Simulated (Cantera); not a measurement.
## Equilibrium for silicon nitride deposition: SiH₄ + N₂

Input: 1 mol SiH₄, 17 mol N₂, held at 1873 K and 13.3 mbar.

These are equilibrium values from Cantera (NASA tables, ideal gas, pure condensed phases), not measurements of a reactor. Candidate condensed phases: Si, Si₃N₄; 18 gas species. The tables' values for SiN are old estimates; treat these amounts as uncertain. Rates play no part.

| Item | Value |
|---|---|
| x(N₂) | 0.893 |
| x(H₂) | 0.104 |
| x(H) | 0.00180 |
| x(Si) | 0.000661 |
| x(Si₂N) | 3.86e-5 |
| x(SiN) | 2.60e-5 |
| x(SiH) | 2.30e-5 |
| x(SiH₂) | 5.11e-6 |
| x(Si₂) | 4.94e-6 |
| n(Si(l)) | 0.985 mol |
| gas amount | 19.03 mol |
